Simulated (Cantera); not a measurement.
Feed: 1 mol BN, 0.027 mol N2, equilibrated at 1350 °C and 180 Pa.

Cantera equilibrium calculation (NASA polynomials, part measured and part estimated; ideal gas, pure solids and liquids). Candidate condensed phases: B, BN; 5 gas species. Equilibrium is a limit: real reactors are often held back by kinetics, nucleation or transport.

Base state: N2 1.00 (mole fractions); condensed: BN(s).

Task: What changes in the equilibrium state with this change: 0.0017 mol Cl2 added?

Result: 
```
species     before     after
----------  ------  --------
N2            1.00     0.956
BCl3             0    0.0365
Cl               0   0.00511
BCl2             0   0.00134
BCl              0  0.000714
BN(s), mol    1.00     0.999
```
The tables' values for BCl2, BCl are old estimates; treat these amounts as uncertain.
